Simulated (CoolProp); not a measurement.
Saturation properties of propane (Tc = 96.7 °C, pc = 42.51 bar, ω = 0.152).

Values from CoolProp's reference Helmholtz-energy equation of state, Lemmon 2009.

```
T (°C)  p (bar)  liquid density (kg/m³)  vapour viscosity (µPa s)  liquid conductivity (mW/(m K))
------  -------  ----------------------  ------------------------  ------------------------------
-26.75    1.904                   562.7                      6.71                             121
-24.75    2.053                   560.3                      6.76                             120
-22.75    2.212                   557.8                      6.81                             118
-20.75    2.380                   555.4                      6.87                             117
-18.85    2.548                   553.0                      6.92                             116
-16.85    2.735                   550.5                      6.97                             115
-14.85    2.931                   548.0                      7.03                             114
-12.85    3.139                   545.5                      7.08                             113
-10.85    3.357                   542.9                      7.14                             112
-8.95     3.574                   540.4                      7.19                             111
-6.95     3.815                   537.8                      7.25                             110
-4.95     4.067                   535.2                      7.30                             109
-2.95     4.331                   532.6                      7.36                             108
-1.05     4.594                   530.0                      7.42                             107
0.95      4.884                   527.3                      7.48                             106
```

It boils at -42.1 °C under 1 atm.

Viscosity comes from a separate model (Vogel 1998). Thermal conductivity comes from a separate model (Marsh 2002).
